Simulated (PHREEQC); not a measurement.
Consider water at 20 °C with 95 mmol/kgw Na2SeO4, 0.59 mmol/kgw NaOH and 34 mmol/kgw FeCl3. Closed to the air; pH follows from the charge balance.

Model: ion-association model, wateq4f.dat, run in PHREEQC.

| quantity | before | after |
|---|---|---|
| pH | 2.25 | 2.44 |
| ionic strength (mol/kgw) | 0.441 | 0.365 |
| Cl- (mol/kgw) | 0.0931 | 0.0489 |
| SeO4-2 (mol/kgw) | 0.0873 | 0.0898 |
| Fe+3 (mol/kgw) | 0.0113 | 0.00528 |
| HSeO4- (mol/kgw) | 0.00769 | 0.00516 |
| SI of Fe(OH)3(a) (Fe(OH)3) | -1.12 | -0.86 |
| SI of Halite (NaCl) | -3.65 | -3.92 |

Task: Name the change that produced these shifts.
A) FeCl3 from 0.034 to 0.017 mol/kgw
B) Na2SeO4 from 0.095 to 0.0855 mol/kgw
C) NaOH from 0.00059 to 0.000295 mol/kgw
D) 0.14 mol/kgw NH4HSO4 added
E) FeCl3 from 0.034 to 0.0034 mol/kgw

Result: A, FeCl3 from 0.034 to 0.017 mol/kgw

Precipitation was switched off in this run. Some of these states are supersaturated (in Hematite (slow to form), Goethite (slow to form), for instance).
